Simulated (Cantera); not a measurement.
A perfectly stirred reactor is fed with C3H8 : O2 : N2 = 1 : 5.88 : 48.8 (molar parts), at 1.00 bar; it is adiabatic with a 450 K inlet, and is followed from long to short residence time, starting on the burning branch (τ in s: 0.15, 0.065, 0.028, 0.012, 0.005, 0.0021, 0.0009, 0.00038, 0.00016, 6.9e-05, 2.9e-05, 1.2e-05).

Detailed kinetics in Cantera: GRI-Mech 3.0 (53 species, 325 reactions). GRI-Mech 3.0 was tuned for natural gas; its chemistry of propane as a main component is partial and can be far from experiment.

Q: What does this change do: pressure from 1.00 bar to 1.50 bar?

A: 
```tsv
quantity	before	after
blow-out, bracketed by the residence times tried	burning at 2.10 ms, out at 0.900 ms	burning at 2.10 ms, out at 0.900 ms
x(C3H8) at τ = 0.150 s	1.91e-6	1.81e-6
x(O2) at τ = 0.150 s	0.0158	0.0158
x(CH2) at τ = 0.150 s	5.34e-8	3.85e-8
x(H2O) at τ = 0.150 s	0.0701	0.0702
x(CO) at τ = 0.150 s	0.000641	0.000467
x(C3H8) at τ = 0.900 ms	0.0180	0.0180
x(O2) at τ = 0.900 ms	0.106	0.106
x(CH2) at τ = 0.900 ms	<1e-12	<1e-12
x(H2O) at τ = 0.900 ms	<1e-12	<1e-12
x(CO) at τ = 0.900 ms	<1e-12	<1e-12
```

Q: What does this change do: 1.6 parts H2 added?

A: 
| quantity | before | after |
|---|---|---|
| blow-out, bracketed by the residence times tried | burning at 2.10 ms, out at 0.900 ms | burning at 0.900 ms, out at 0.380 ms |
| x(C3H8) at τ = 0.150 s | 1.91e-6 | 7.98e-7 |
| x(O2) at τ = 0.150 s | 0.0158 | 0.00318 |
| x(CH2) at τ = 0.150 s | 5.34e-8 | 1.16e-7 |
| x(H2O) at τ = 0.150 s | 0.0701 | 0.0953 |
| x(CO) at τ = 0.150 s | 0.000641 | 0.00247 |
| x(C3H8) at τ = 0.900 ms | 0.0180 | 3.10e-5 |
| x(O2) at τ = 0.900 ms | 0.106 | 0.0126 |
| x(CH2) at τ = 0.900 ms | <1e-12 | 2.07e-6 |
| x(H2O) at τ = 0.900 ms | <1e-12 | 0.0868 |
| x(CO) at τ = 0.900 ms | <1e-12 | 0.0144 |
